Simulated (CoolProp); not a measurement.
Vapour-liquid equilibrium of methanol (1) + dimethyl carbonate (2) at 429.7 K; x and y are mole fractions of (1).

The numbers come from the multi-fluid Helmholtz-energy mixture model, de Reuck 1993 and Zhou 2011; pair parameters Bell 2016 in CoolProp.

```tsv
x	bubble pressure (MPa)	y at the bubble point	dew pressure at overall composition x (MPa)	liquid density (mol/L)
0.05	0.6904	0.180	0.6050	9.911
0.125	0.8361	0.348	0.6515	10.28
0.2	0.9614	0.459	0.7051	10.69
0.275	1.070	0.539	0.7666	11.13
0.35	1.164	0.601	0.8377	11.63
0.425	1.247	0.652	0.9200	12.18
0.5	1.319	0.697	1.015	12.79
0.575	1.384	0.737	1.124	13.49
0.65	1.442	0.777	1.243	14.28
0.725	1.493	0.816	1.364	15.18
0.8	1.539	0.858	1.473	16.22
0.875	1.579	0.905	1.555	17.41
0.95	1.611	0.958	1.607	18.80
```

No azeotrope shows between x = 0.05 and 0.95.

Pair parameters are fitted to limited data, so mixtures are less certain than the pure fluids.
